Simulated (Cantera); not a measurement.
**TiO2 + C + H2 (carbothermic reduction)**

Input: 1 mol TiO2, 1.7 mol C, 0.59 mol H2, held at 220 Pa.

Equilibrium computed with Cantera from the NASA thermochemical tables; the gas is ideal and each condensed phase is pure. Candidate condensed phases: C, C6H6, C7H8, C8H18, H2O, Ti, TiC, TiO, TiO2, Ti2O3, Ti3O5, Ti4O7; 113 gas species. Mutual solubility and eutectic melting of coexisting phases are not modelled. TiC, TiO: taken at fixed stoichiometry. Condensed phases not in the tables: solid solutions among these carbides, nitrides and lower oxides. Kinetics and transport are ignored.

At 1198 K the condensed part is C(graphite) + TiC(s) + Ti3O5(s). From 1298 K to 1698 K the condensed part is TiC(s) + Ti2O3(s). From 1798 K to 1998 K the condensed part is TiC(s) + TiO(s).

```json
[
 {"T (K)": "1198", "log p CO": "-2.87", "log p H2": "-3.08", "log p H": "-8.26", "log p TiO": "<-14", "n C(graphite)": "0.367", "n TiC(s)": "0.375", "n Ti3O5(s)": "0.208", "n Ti2O3(s)": "0", "n TiO(s)": "0"},
 {"T (K)": "1298", "log p CO": "-2.83", "log p H2": "-3.14", "log p H": "-7.54", "log p TiO": "<-14", "n C(graphite)": "0", "n TiC(s)": "0.480", "n Ti3O5(s)": "0", "n Ti2O3(s)": "0.260", "n TiO(s)": "0"},
 {"T (K)": "1398", "log p CO": "-2.83", "log p H2": "-3.14", "log p H": "-6.90", "log p TiO": "-13.12", "n C(graphite)": "0", "n TiC(s)": "0.480", "n Ti3O5(s)": "0", "n Ti2O3(s)": "0.260", "n TiO(s)": "0"},
 {"T (K)": "1498", "log p CO": "-2.83", "log p H2": "-3.14", "log p H": "-6.34", "log p TiO": "-11.50", "n C(graphite)": "0", "n TiC(s)": "0.480", "n Ti3O5(s)": "0", "n Ti2O3(s)": "0.260", "n TiO(s)": "0"},
 {"T (K)": "1598", "log p CO": "-2.83", "log p H2": "-3.14", "log p H": "-5.85", "log p TiO": "-10.08", "n C(graphite)": "0", "n TiC(s)": "0.480", "n Ti3O5(s)": "0", "n Ti2O3(s)": "0.260", "n TiO(s)": "0"},
 {"T (K)": "1698", "log p CO": "-2.83", "log p H2": "-3.15", "log p H": "-5.41", "log p TiO": "-8.84", "n C(graphite)": "0", "n TiC(s)": "0.480", "n Ti3O5(s)": "0", "n Ti2O3(s)": "0.260", "n TiO(s)": "0"},
 {"T (K)": "1798", "log p CO": "-2.82", "log p H2": "-3.18", "log p H": "-5.04", "log p TiO": "-7.78", "n C(graphite)": "0", "n TiC(s)": "0.350", "n Ti3O5(s)": "0", "n Ti2O3(s)": "0", "n TiO(s)": "0.650"},
 {"T (K)": "1898", "log p CO": "-2.82", "log p H2": "-3.18", "log p H": "-4.70", "log p TiO": "-6.93", "n C(graphite)": "0", "n TiC(s)": "0.350", "n Ti3O5(s)": "0", "n Ti2O3(s)": "0", "n TiO(s)": "0.650"},
 {"T (K)": "1998", "log p CO": "-2.82", "log p H2": "-3.19", "log p H": "-4.39", "log p TiO": "-6.17", "n C(graphite)": "0", "n TiC(s)": "0.350", "n Ti3O5(s)": "0", "n Ti2O3(s)": "0", "n TiO(s)": "0.649"}
]
```
log p: log10 of the partial pressure in bar; n: condensed amount in mol.
